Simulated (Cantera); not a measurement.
Input (Python, Cantera) and output of one run.

```python
import numpy as np
import cantera as ct

gas_names = """
    CL CL2 H HCL H2 N NH NH2 NH3 N2 N2H2 N2H4 Si SiCL SiCL2 SiCL3 SiCL4 SiH SiHCL3 SiH2 SiH2CL2 SiH3
    SiH3CL SiH4 SiN Si2 Si2N Si3
""".split()
cond_names = """
    NH4CL(a) NH4CL(b) Si(cr) Si(L) Si3N4(a)
""".split()


# ... load() reads the species with a 1 bar reference pressure and builds the phases ...
atoms = {
    'Si3N4': {'Si': 3, 'N': 4},
    'HCl': {'H': 1, 'CL': 1},
    'H2': {'H': 2},
}
top_T = {'Si3N4(a)': 2400}  # K; cautious upper limits of use, not melting points


# ... equilibrate(T, P, feed) seeds the gas with the atoms and calls Mixture.equilibrate('TP', solver="vcs", rtol=1e-11, max_steps=5000) ...
results = []
feed = {'Si3N4': 1, 'HCl': 2.4, 'H2': 2.6}  # mol
P = 1000  # Pa
for T in [850, 950, 1050, 1150, 1250, 1350, 1450]:
    mix = equilibrate(T, P, feed)
    results.append((T, P, feed, dict(zip(mix.species_names, mix.species_moles))))

top = {s: max(r[3][s] / sum(r[3][g] for g in gas_names) for r in results) for s in gas_names}
cols = sorted((s for s in top if top[s] > 0.0001), key=lambda s: -top[s])[:5]
seen = [c for c in cond_names if any(r[3].get(c, 0) > 1e-12 for r in results)]
print("log10 of partial pressures in bar; condensed amounts in mol")
print(f"{'T/K':>10s}" + "".join(f"{s[:9]:>10s}" for s in cols + seen))
for T, P, feed, n in results:
    ng = sum(n[g] for g in gas_names)
    print(f"{T:10.4g}" + "".join(f"{np.log10(max(n[s] / ng * P / 1e5, 1e-99)):10.3f}" for s in cols)
          + "".join(f"{n.get(c, 0):10.4g}" for c in seen))
```

Result:

```
log10 of partial pressures in bar; condensed amounts in mol
       T/K        H2       HCL     SiCL2        N2     SiCL4  Si3N4(a)
       850    -2.215    -2.494    -9.813    -3.558    -3.383    0.9317
       950    -2.223    -2.467    -7.992    -3.616    -3.444    0.9402
      1050    -2.229    -2.449    -6.527    -3.664    -3.498    0.9463
      1150    -2.234    -2.436    -5.330    -3.696    -3.557    0.9501
      1250    -2.239    -2.431    -4.368    -3.681    -3.655    0.9481
      1350    -2.242    -2.448    -3.673    -3.550    -3.900    0.9287
      1450    -2.238    -2.512    -3.250    -3.338    -4.391    0.8806
```

Cantera equilibrium calculation (NASA polynomials, part measured and part estimated; ideal gas, pure solids and liquids). The tables' values for SiCl3 are old estimates; treat these amounts as uncertain.
